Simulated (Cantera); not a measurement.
Si + Cl2 (silicon etching in halogen gases)

A closed system holds: 1 mol Si, 1.5 mol Cl2.

Cantera equilibrium calculation (NASA polynomials, part measured and part estimated; ideal gas, pure solids and liquids). Candidate condensed phases: Si; 9 gas species. The tables' values for SiCl3 are old estimates. The numbers say what is thermodynamically allowed, not how fast it happens.

Map the stable condensed phases over T = 723, 798, 873, 948, 1023, 1098, 1173, 1248, 1323, 1398, 1473 K and P in Pa = 1, 5.2, 27, 140, 720, 3700, 19000, 100000.


```
T in K \ P in Pa
              1    5.2     27    140    720   3700  19000 100000
   1473       A      A      A      A      A      A      A      B
   1398       A      A      A      A      A      A      B      B
   1323       A      A      A      A      A      B      B      B
   1248       A      A      A      A      B      B      B      B
   1173       A      A      A      B      B      B      B      B
   1098       A      B      B      B      B      B      B      B
   1023       B      B      B      B      B      B      B      B
    948       B      B      B      B      B      B      B      B
    873       B      B      B      B      B      B      B      B
    798       B      B      B      B      B      B      B      B
    723       B      B      B      B      B      B      B      B
```
A: gas only; B: Si.
